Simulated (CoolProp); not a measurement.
R113 along the isotherm 500 K: density (kg/m³) from the reference equation and from simpler models built on Tc = 487.2 K, pc = 3392 kPa, ω = 0.253; each cubic takes its own stable root.

The numbers come from the reference Helmholtz-energy equation of state, Marx 1992 in CoolProp.

```
p (kPa)  phase  reference
-------  -----  ---------
188        gas      8.623
377        gas      17.61
565        gas      26.90
754        gas      36.62
942        gas      46.72
1130       gas      57.28
1320       gas      68.50
1510       gas      80.34
1700       gas      92.89
```

**Question.** How far does each simpler model (ideal gas, van der Waals, Redlich-Kwong, Soave-Redlich-Kwong, Peng-Robinson) lie from the reference over these 9 states: mean and median of the absolute difference, and the worst?

**Answer.** 
- ideal gas: mean 9.3 %, median 9.1 %, worst -17.5 % at 500 K and 1700 kPa
- van der Waals: mean 0.9 %, median 0.9 %, worst -1.7 % at 500 K and 1700 kPa
- Redlich-Kwong: mean 0.2 %, median 0.2 %, worst +0.4 % at 500 K and 1700 kPa
- Soave-Redlich-Kwong: mean 0.0 %, median 0.1 %, worst +0.1 % at 500 K and 1130 kPa
- Peng-Robinson: mean 1.2 %, median 1.2 %, worst +2.2 % at 500 K and 1700 kPa
